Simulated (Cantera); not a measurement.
## Ignition delay

Mixture: CH4 : C2H6 : C3H8 : O2 : N2 = 1 : 0.037 : 1.3 : 12.9 : 48.4 (molar parts), at 2.86 atm, adiabatic and at constant volume. Ignition delay is the time to a rise of 400 K.

Computed with Cantera and GRI-Mech 3.0 (53 species, 325 reactions). GRI-Mech 3.0 was tuned for natural gas; its chemistry of propane as a main component is partial and can be far from experiment.

```csv
T0 (K),delay (ms)
1150,9.10
1200,3.43
1250,1.36
1300,0.577
1350,0.265
1400,0.132
1450,0.0713
```

```json
{
  "apparent activation energy between 1350 and 1450 K": "210 kJ/mol"
}
```
